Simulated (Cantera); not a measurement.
Input: 1 mol Fe2O3, 4.6 mol H2, at 1975 K and 0.000190 bar.

Cantera equilibrium calculation (NASA polynomials, part measured and part estimated; ideal gas, pure solids and liquids). Candidate condensed phases: Fe, FeO, Fe(OH)2, Fe(OH)3, Fe2O3, Fe3O4, H2O; 12 gas species. Equilibrium is a limit: real reactors are often held back by kinetics, nucleation or transport.

Base state: H2O 0.419, Fe 0.284, H2 0.229, H 0.0475, FeO 0.00977, OH 0.00829, O 0.00127, O2 0.00100 (mole fractions); condensed: gas only.

Task: What changes in the equilibrium state with this change: pressure from 0.000190 bar to 0.0133 bar?

Result: 
```json
[
 {"species": "H2", "before": "0.229", "after": "0.660"},
 {"species": "H2O", "before": "0.419", "after": "0.309"},
 {"species": "Fe", "before": "0.284", "after": "0.0206"},
 {"species": "H", "before": "0.0475", "after": "0.00963"},
 {"species": "O2", "before": "0.00100", "after": "9.32e-7"},
 {"species": "O", "before": "0.00127", "after": "4.61e-6"},
 {"species": "FeO", "before": "0.00977", "after": "0.000181"},
 {"species": "OH", "before": "0.00829", "after": "0.000429"},
 {"species": "Fe(OH)2", "before": "0.000114", "after": "0.000109"},
 {"species": "Fe(l), mol", "before": "0", "after": "0.364"},
 {"species": "FeO(l), mol", "before": "0", "after": "1.54"}
]
```
Each liquid is taken as pure. Mutual solubility and eutectic melting of coexisting phases are not modelled. The tables' stoichiometric FeO is somewhat more stable than real wüstite, so its field is too wide. FeO: taken at fixed stoichiometry.

Task: What changes in the equilibrium state with this change: H2 from 4.6 to 240 mol?

Result: 
| species | before | after |
|---|---|---|
| H2 | 0.229 | 0.887 |
| H | 0.0475 | 0.0935 |
| H2O | 0.419 | 0.0117 |
| Fe | 0.284 | 0.00788 |
| Fe(OH)2 | 0.000114 | <1e-9 |
| O2 | 0.00100 | 5.19e-8 |
